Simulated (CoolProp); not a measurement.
Vapour-liquid equilibrium of m-xylene (1) + n-undecane (2) at 2.3 bar; x and y are mole fractions of (1).

Computed with CoolProp (multi-fluid Helmholtz-energy mixture model, Zhou 2012 and Aleksandrov 2011; pair parameters Bell 2016).

| x | bubble temperature (K) | y at the bubble point | dew temperature at overall composition x (K) | liquid density (mol/L) |
|---|---|---|---|---|
| 0.05 | 501.1 | 0.123 | 503.8 | 3.720 |
| 0.125 | 494.8 | 0.282 | 501.0 | 3.891 |
| 0.2 | 489.0 | 0.415 | 498.1 | 4.070 |
| 0.275 | 483.5 | 0.526 | 495.1 | 4.258 |
| 0.35 | 478.4 | 0.619 | 491.9 | 4.455 |
| 0.425 | 473.6 | 0.697 | 488.5 | 4.664 |
| 0.5 | 469.1 | 0.763 | 484.9 | 4.884 |
| 0.575 | 464.9 | 0.818 | 480.9 | 5.118 |
| 0.65 | 461.0 | 0.865 | 476.6 | 5.367 |
| 0.725 | 457.3 | 0.904 | 471.8 | 5.633 |
| 0.8 | 453.8 | 0.936 | 466.4 | 5.918 |
| 0.875 | 450.6 | 0.964 | 460.0 | 6.224 |
| 0.95 | 447.5 | 0.987 | 452.2 | 6.554 |

No azeotrope shows between x = 0.05 and 0.95.

Pair parameters are fitted to limited data, so mixtures are less certain than the pure fluids.
